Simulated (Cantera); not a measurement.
Equilibrium for silicates and aluminates: SiO2 + MgO + H2

Charge: 1 mol SiO2, 0.81 mol MgO, a varied amount of H2, held at 2350 K and 10.0 Torr.

Method: chemical equilibrium by Gibbs-energy minimisation in Cantera with the NASA 1993 tables (ideal gas, pure condensed phases). Candidate condensed phases: H2O, Mg, MgO, Mg(OH)2, MgSiO3, Mg2SiO4, Si, SiO2; 24 gas species. The tables' values for SiO2, MgH are old estimates; treat these amounts as uncertain. Condensed phases not in the tables: alloys, solid solutions and most ternary compounds. Kinetics and transport are ignored.

| n(H2) (mol) | x H2 | x H2O | x SiO | x H | x Mg | n Mg2SiO4(l) |
|---|---|---|---|---|---|---|
| 5.3 | 0.470 | 0.220 | 0.131 | 0.0740 | 0.0962 | 0.0493 |
| 6.3 | 0.498 | 0.206 | 0.118 | 0.0762 | 0.0942 | 0 |
| 7.5 | 0.549 | 0.180 | 0.103 | 0.0800 | 0.0821 | 0 |
| 8.9 | 0.594 | 0.157 | 0.0892 | 0.0833 | 0.0714 | 0 |
| 11 | 0.644 | 0.131 | 0.0745 | 0.0867 | 0.0598 | 0 |
| 13 | 0.678 | 0.113 | 0.0644 | 0.0890 | 0.0517 | 0 |
| 15 | 0.704 | 0.0999 | 0.0567 | 0.0907 | 0.0456 | 0 |
| 18 | 0.734 | 0.0848 | 0.0481 | 0.0925 | 0.0387 | 0 |
| 21 | 0.755 | 0.0737 | 0.0417 | 0.0939 | 0.0336 | 0 |
| 25 | 0.776 | 0.0627 | 0.0355 | 0.0952 | 0.0286 | 0 |
| 30 | 0.795 | 0.0528 | 0.0299 | 0.0963 | 0.0241 | 0 |
| 36 | 0.812 | 0.0445 | 0.0251 | 0.0973 | 0.0203 | 0 |
x: gas mole fraction; n: condensed amount in mol.

At 5.3 mol H2 the condensed part is Mg2SiO4(l). From 6.3 mol H2 to 36 mol H2 nothing is condensed. The main Si-bearing gas is SiO throughout.
